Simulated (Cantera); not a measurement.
## Low-pressure radical oxidation in H2/O2

A perfectly stirred reactor is fed with 15.3 % H2, 84.7 % O2, at 0.0267 bar; it is held at 1225 K, and followed from long to short residence time.

Computed with Cantera and the H2/O2 subset of GRI-Mech 3.0, which has no nitrogen chemistry. Radical loss at walls, strong at low pressure, is not modelled. The temperature is held fixed by assumption; the heat of reaction is taken as removed at once.

```csv
τ (s),x H2,x O2,x O,x H2O,x H2O2
0.43,0.000485,0.832,0.00235,0.163,3.44e-7
0.28,0.000633,0.831,0.00311,0.163,3.82e-7
0.18,0.000832,0.830,0.00414,0.162,4.21e-7
0.12,0.00107,0.828,0.00536,0.161,4.57e-7
0.078,0.00138,0.826,0.00703,0.160,4.95e-7
0.051,0.00178,0.824,0.00914,0.159,5.29e-7
0.033,0.00231,0.821,0.0119,0.157,5.60e-7
0.021,0.00300,0.817,0.0154,0.155,5.88e-7
0.014,0.00378,0.812,0.0193,0.152,6.06e-7
0.0091,0.00481,0.806,0.0240,0.148,6.21e-7
0.0059,0.00610,0.800,0.0293,0.143,6.29e-7
```
x: mole fraction; the columns are a selection and need not sum to one.
